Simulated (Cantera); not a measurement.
Ignition delay

Mixture: CH4 : CO : O2 : N2 = 1 : 0.43 : 1.85 : 6.94 (molar parts), at 1.80 bar, adiabatic and at constant pressure. Ignition delay is the time to a rise of 400 K.

Detailed kinetics in Cantera: GRI-Mech 3.0 (53 species, 325 reactions).

```tsv
T0 (K)	delay (ms)
1000	1210
1050	476
1100	199
1150	87.6
1200	40.4
1250	19.4
1300	9.71
1350	5.02
1400	2.69
```

```yaml
apparent activation energy between 1300 and 1400 K: 190 kJ/mol
```
